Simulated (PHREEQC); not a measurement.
Make-up at 20 °C: 0.0046 mol HF, 0.091 mol (CH3)4NF and 0.0045 mol H2SO4 per kg of water. Closed to the air; pH follows from the charge balance.

All values are PHREEQC results (ion-association model, wateq4f.dat), not measurements.

This is a speciation only: nothing precipitates in the calculation.

**Question.** Order these F species by the share of F that they hold, largest first: HF, F-, H2F2, HF2-.

**Answer.** F- (83 %), HF (10 %), HF2- (6.2 %), H2F2 (0.65 %)

The pH is 3.92 and the ionic strength 0.0956 mol/kgw. (CH3)4N+ isn't in the database: it is added as a free cation with an ion size of 4 Å.
